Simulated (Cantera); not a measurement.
Mixture: 6.50 % CH₄, 5.46 % CO, 18.5 % O₂, 69.5 % N₂, equivalence ratio 0.85, at 1.01 bar, adiabatic and at constant volume. Ignition delay is the time to a rise of 400 K.

Computed with Cantera and GRI-Mech 3.0 (53 species, 325 reactions).

Question: Predict: delay at 1125 K; delay at 1175 K; delay at 1225 K; delay at 1275 K; delay at 1325 K; delay at 1375 K; apparent activation energy between 1275 and 1375 K.

Answer: 
| Quantity | Value |
|---|---|
| delay at 1125 K | 0.164 s |
| delay at 1175 K | 71.7 ms |
| delay at 1225 K | 32.8 ms |
| delay at 1275 K | 15.7 ms |
| delay at 1325 K | 7.86 ms |
| delay at 1375 K | 4.12 ms |
| apparent activation energy between 1275 and 1375 K | 200 kJ/mol |
